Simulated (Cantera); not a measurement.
Feed: 1 mol Fe2O3, 3.2 mol CH4, 1.8 mol CO, at 60.0 mbar.

Cantera equilibrium calculation (NASA polynomials, part measured and part estimated; ideal gas, pure solids and liquids). Candidate condensed phases: C, C6H6, C7H8, C8H18, Fe, Fe(CO)5, FeO, Fe(OH)2, Fe(OH)3, Fe2O3, Fe3O4, H2O; 114 gas species. Rates play no part.

At 2077 °C, list the 5 most abundant gas species with their mole fractions, and the condensed phases.

H2 0.457, CO 0.357, Fe 0.149, H 0.0344, C2H2 (acetylene) 0.00252. Condensed: C(graphite).
